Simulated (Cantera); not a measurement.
A diamond (100) surface in a fixed gas of H2 with x(CH4) = 0.016, x(H) = 0.0027, x(CH3) = 1e-05, at 1073 K; coverages are run to steady state.

Model: the Harris–Goodwin 1993 mechanism for the reconstructed diamond (100) surface, integrated in Cantera.

θ: site fractions in the mechanism's names (c6HH fully hydrogenated, c6H* and c6*H radical sites, c6** diradical, c6HM methylated).

```csv
P (Pa),growth (µm/h),θ c6HH,θ c6H*,θ c6*H,θ c6**,θ c6HM
1300,0.0389,0.536,0.0251,0.423,0.0150,0.000598
2100,0.0797,0.535,0.0251,0.423,0.0150,0.000774
3600,0.168,0.535,0.0251,0.423,0.0150,0.000966
6000,…,0.535,0.0251,0.423,0.0150,…
10000,0.595,0.535,0.0251,0.423,0.0150,0.00124
17000,…,0.535,0.0251,0.423,0.0150,0.00133
28000,1.85,0.535,0.0252,0.423,0.0150,0.00139
48000,3.26,0.535,0.0253,0.423,0.0151,0.00143
```

Question: Fill in the missing entries.

Answer: 
- 6000, growth (µm/h): 0.324
- 6000, θ c6HM: 0.00112
- 17000, growth (µm/h): 1.08
